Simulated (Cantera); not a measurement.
An isothermal, constant-pressure homogeneous reactor starts with 6.25 % CH4, 93.8 % N2, at 1850 K and 23000 Pa.

Detailed kinetics in Cantera: GRI-Mech 3.0 (53 species, 325 reactions). GRI-Mech 3.0 stops at C3 and has no aromatics, soot or wall deposition, so with more carbon than oxygen in the feed, carbon stays in small species such as C2H2 where larger ones or solid carbon would form.

Question: Predict: x(CH4) at 5.00 s; x(C2H4) at 5.00 s; x(HCN) at 5.00 s; x(H) at 5.00 s; x(CH2) at 5.00 s; x(CH3) at 5.00 s.

Answer: 
| Quantity | Value |
|---|---|
| x(CH4) at 5.00 s | 3.81e-5 (gas-phase equilibrium 1.91e-5) |
| x(C2H4) at 5.00 s | 9.85e-6 (gas-phase equilibrium 2.09e-6) |
| x(HCN) at 5.00 s | 5.65e-5 (gas-phase equilibrium 0.0463) |
| x(H) at 5.00 s | 0.000336 (gas-phase equilibrium 0.000336) |
| x(CH2) at 5.00 s | 1.30e-8 (gas-phase equilibrium 6.50e-9) |
| x(CH3) at 5.00 s | 2.91e-6 (gas-phase equilibrium 1.46e-6) |
